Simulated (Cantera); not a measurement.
Input (Python, Cantera):

```python
import numpy as np
import cantera as ct

gas = ct.Solution("h2o2.yaml")
gas.TPX = 375, 500000, {'H2': 0.76, 'O2': 0.455, 'N2': 1.71}
flame = ct.FreeFlame(gas, width=0.013)
flame.set_refine_criteria(ratio=3, slope=0.08, curve=0.16)
flame.transport_model = "mixture-averaged"
flame.solve(loglevel=0, auto=True)
z, T = flame.grid, flame.T
thick = (T[-1] - T[0]) / np.gradient(T, z).max()
show = ['H2', 'O2', 'H2O2', 'OH', 'H', 'H2O']
print(f"laminar burning velocity  {flame.velocity[0] * 100:.3f} cm/s")
print(f"burnt temperature         {T[-1]:.1f} K")
print(f"thermal thickness         {thick * 1e3:.4f} mm")
print(f"grid points               {len(z)}")
z0 = z[flame.heat_release_rate.argmax()]
print(f"{'z/mm':>9s}{'T/K':>9s}{'u/(m/s)':>9s}" + "".join(f"{s:>11s}" for s in show))
rows = []
for k in (-3, -2, -1.5, -1, -0.5, -0.25, 0, 0.25, 0.5, 1, 2, 4, 8):
    zz = z0 + k * thick
    rows.append([k * thick, np.interp(zz, z, T), np.interp(zz, z, flame.velocity),
                 *(np.interp(zz, z, flame.X[gas.species_index(s)]) for s in show)])
    print(f"{rows[-1][0] * 1e3:9.3f}{rows[-1][1]:9.1f}{rows[-1][2]:9.3f}" + "".join(f"{x:11.3e}" for x in rows[-1][3:]))
```

It prints:

```
laminar burning velocity  188.131 cm/s
burnt temperature         2253.0 K
thermal thickness         0.0544 mm
grid points               111
     z/mm      T/K  u/(m/s)         H2         O2       H2O2         OH          H        H2O
   -0.163    375.0    1.881  2.597e-01  1.556e-01  4.564e-10  4.204e-13  8.921e-15  1.308e-07
   -0.109    375.2    1.880  2.587e-01  1.558e-01  1.380e-08  9.068e-12  1.754e-13  3.185e-06
   -0.082    376.1    1.879  2.563e-01  1.563e-01  1.327e-07  1.193e-10  1.830e-12  2.670e-05
   -0.054    382.7    1.891  2.473e-01  1.581e-01  1.849e-06  7.614e-09  9.988e-11  3.076e-04
   -0.027    509.1    2.397  2.014e-01  1.626e-01  8.145e-05  1.934e-05  4.241e-06  1.193e-02
   -0.014    867.7    3.947  1.489e-01  1.487e-01  1.583e-04  7.220e-04  9.313e-04  5.763e-02
    0.000   1310.8    5.861  9.128e-02  1.132e-01  4.685e-05  2.478e-03  6.086e-03  1.331e-01
    0.014   1615.7    7.188  4.814e-02  7.589e-02  6.431e-06  6.242e-03  1.089e-02  1.977e-01
    0.027   1791.9    7.952  2.734e-02  5.485e-02  3.663e-06  9.790e-03  1.115e-02  2.315e-01
    0.054   1967.0    8.689  1.553e-02  4.219e-02  2.164e-06  1.217e-02  7.331e-03  2.542e-01
    0.109   2105.5    9.246  9.476e-03  3.745e-02  1.331e-06  1.109e-02  3.177e-03  2.681e-01
    0.217   2192.5    9.584  4.871e-03  3.528e-02  8.530e-07  8.435e-03  1.049e-03  2.781e-01
    0.435   2235.2    9.745  2.230e-03  3.455e-02  5.827e-07  5.979e-03  3.162e-04  2.836e-01
```

Cantera simulation using the H2/O2 subset of GRI-Mech 3.0, which has no nitrogen chemistry; the numbers are that mechanism's predictions, not measurements. The hydrogen kinetics of GRI-Mech 3.0 are dated; newer H2 mechanisms differ, most at raised pressure. Burning velocities carry a grid error of a few per cent, more on coarse grids.
